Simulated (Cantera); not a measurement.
A closed system holds: 1 mol Fe₃O₄, 1.1 mol C, 0.23 mol H₂, at 1.00 bar.

These are equilibrium values from Cantera (NASA tables, ideal gas, pure condensed phases), not measurements of a reactor. Candidate condensed phases: C, C₆H₆, C₇H₈, C₈H₁₈, Fe, Fe(CO)₅, FeO, Fe(OH)₂, Fe(OH)₃, Fe₂O₃, Fe₃O₄, H₂O; 114 gas species. Each liquid is taken as pure. Mutual solubility and eutectic melting of coexisting phases are not modelled. The tables' stoichiometric FeO is somewhat more stable than real wüstite, so its field is too wide. FeO: taken at fixed stoichiometry. Rates play no part.

Task: Which condensed phases are stable at each of these points (T (K)): 1025, 1125, 1225, 1325, 1425, 1525, 1625, 1725, 1825, 1925, 2025, 2125?

Result: 
```tsv
T (K)	condensed phases	Fe condensed (%)
1025	Fe(α) + FeO(s)	100.0
1125	Fe(α) + FeO(s)	100.0
1225	Fe(γ) + FeO(s)	100.0
1325	Fe(γ) + FeO(s)	100.0
1425	Fe(γ) + FeO(s)	100.0
1525	Fe(γ) + FeO(s)	100.0
1625	Fe(γ) + FeO(s)	100.0
1725	Fe(δ) + FeO(l)	100.0
1825	Fe(l) + FeO(l)	100.0
1925	Fe(l) + FeO(l)	100.0
2025	Fe(l) + FeO(l)	100.0
2125	Fe(l) + FeO(l)	99.9
```

From 1025 K to 1125 K the condensed part is Fe(α) + FeO(s). From 1225 K to 1625 K the condensed part is Fe(γ) + FeO(s). At 1725 K the condensed part is Fe(δ) + FeO(l). From 1825 K to 2125 K the condensed part is Fe(l) + FeO(l).
